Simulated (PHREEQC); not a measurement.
A made-up water analysis in mmol/kgw, 25 °C, pH 3.49:

| constituent | mmol/kgw |
|---|---|
| Na | 48.3 |
| K | 27.3 |
| Ca | 2.84 |
| Mg | 9.92 |
| Cl | 27.1 |
| S(6) | 38.7 |
| Br | 0.0144 |

Valence states are taken as typed.

Model: Pitzer model, pitzer.dat, run in PHREEQC.

Task: The ionic strength comes out as 0.154 mol/kgw. What activity coefficients do Br-, Ca+2, H+, Na+, K+ get?

Result: Br- 0.74, Ca+2 0.21, H+ 0.72, Na+ 0.74, K+ 0.73. Single-ion values are on the MacInnes scale.

No solid was allowed to form.
